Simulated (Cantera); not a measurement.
Input: 1 mol Zr, 2.3 mol H2O, 52 mol N2, equilibrated at 0.488 Torr.

Cantera equilibrium calculation (NASA polynomials, part measured and part estimated; ideal gas, pure solids and liquids). Candidate condensed phases: H2O, Zr, ZrN, ZrO2; 28 gas species. The numbers say what is thermodynamically allowed, not how fast it happens.

### Question
At 2198 K, list the 5 most abundant gas species with their mole fractions, and the condensed phases.

### Answer
N2 0.941, H 0.0321, H2 0.0216, H2O 0.00359, O 0.000769. Condensed: ZrO2(tetragonal).
